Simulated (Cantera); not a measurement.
An isothermal, constant-pressure homogeneous reactor starts with 62.5 % NH₃, 37.5 % H₂, at 1925 K and 3100 Pa.

Computed with Cantera and the gas-phase N/H chemistry of the illustrative SiF4/NH3 mechanism in the Surface Chemkin manual (1991). Walls and surfaces, which speed up NH3 decomposition in real reactors, are not modelled.

One state of this run: x NH₃ = 0.150; x H₂ = 0.703; x N₂H₄ = 2.31e-9; x N₂ = 0.146; x NH = 7.40e-6; x N = 6.55e-7. x: mole fraction; the columns are a selection and need not sum to one.

Q: Which value of t (s) does it belong to?
A) 0.000884
B) 3.00e-5
C) 2.37
D) 0.000286

A: C, 2.37
